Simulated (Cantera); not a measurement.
A Cantera script and its output.

```python
import numpy as np
import cantera as ct

gas = ct.Solution("gri30.yaml")
gas.TPX = 625, 170000, {'CH3OH': 1, 'O2': 1, 'N2': 3.76}
flame = ct.FreeFlame(gas, width=0.028)
flame.set_refine_criteria(ratio=3, slope=0.08, curve=0.16)
flame.transport_model = "mixture-averaged"
flame.solve(loglevel=0, auto=True)
z, T = flame.grid, flame.T
thick = (T[-1] - T[0]) / np.gradient(T, z).max()
show = ['CH3OH', 'O2', 'C2H', 'O', 'NO', 'C2H2']
print(f"laminar burning velocity  {flame.velocity[0] * 100:.3f} cm/s")
print(f"burnt temperature         {T[-1]:.1f} K")
print(f"thermal thickness         {thick * 1e3:.4f} mm")
print(f"grid points               {len(z)}")
z0 = z[flame.heat_release_rate.argmax()]
print(f"{'z/mm':>9s}{'T/K':>9s}{'u/(m/s)':>9s}" + "".join(f"{s:>11s}" for s in show))
rows = []
for k in (-3, -2, -1.5, -1, -0.5, -0.25, 0, 0.25, 0.5, 1, 2, 4, 8):
    zz = z0 + k * thick
    rows.append([k * thick, np.interp(zz, z, T), np.interp(zz, z, flame.velocity),
                 *(np.interp(zz, z, flame.X[gas.species_index(s)]) for s in show)])
    print(f"{rows[-1][0] * 1e3:9.3f}{rows[-1][1]:9.1f}{rows[-1][2]:9.3f}" + "".join(f"{x:11.3e}" for x in rows[-1][3:]))
```

It prints:

```
laminar burning velocity  146.149 cm/s
burnt temperature         2192.2 K
thermal thickness         0.1393 mm
grid points               149
     z/mm      T/K  u/(m/s)      CH3OH         O2        C2H          O         NO       C2H2
   -0.418    625.5    1.471  1.725e-01  1.725e-01  6.307e-29  8.004e-18  9.422e-11  3.720e-10
   -0.279    629.5    1.493  1.709e-01  1.706e-01  4.798e-26  1.039e-15  8.718e-10  4.366e-09
   -0.209    643.0    1.541  1.685e-01  1.679e-01  3.920e-24  4.399e-14  3.720e-09  2.169e-08
   -0.139    719.1    1.760  1.599e-01  1.588e-01  2.148e-20  2.740e-11  2.536e-08  1.653e-07
   -0.070   1059.7    2.726  1.181e-01  1.245e-01  2.798e-14  1.135e-07  2.471e-07  1.261e-06
   -0.035   1405.0    3.769  6.518e-02  8.821e-02  4.210e-11  9.770e-06  7.449e-07  2.951e-06
    0.000   1752.5    4.901  1.125e-02  5.101e-02  3.108e-09  2.605e-04  1.689e-06  5.954e-06
    0.035   1890.4    5.341  2.677e-04  2.800e-02  1.254e-08  1.061e-03  2.797e-06  6.092e-06
    0.070   1935.8    5.458  1.966e-06  1.422e-02  8.742e-09  1.440e-03  3.850e-06  2.482e-06
    0.139   1983.3    5.560  1.484e-08  4.327e-03  8.476e-10  1.340e-03  5.426e-06  1.797e-07
    0.279   2031.7    5.662  4.001e-11  1.619e-03  8.411e-12  9.548e-04  7.302e-06  1.755e-09
    0.557   2081.1    5.778  4.834e-14  9.027e-04  1.427e-14  5.709e-04  9.245e-06  3.373e-12
    1.114   2126.1    5.887  3.420e-14  4.377e-04  9.492e-18  2.735e-04  1.102e-05  2.869e-15
```

Model: GRI-Mech 3.0 (53 species, 325 reactions), integrated in Cantera. GRI-Mech 3.0 was tuned for natural gas; its chemistry of methanol as a main component is partial and can be far from experiment. Burning velocities carry a grid error of a few per cent, more on coarse grids.
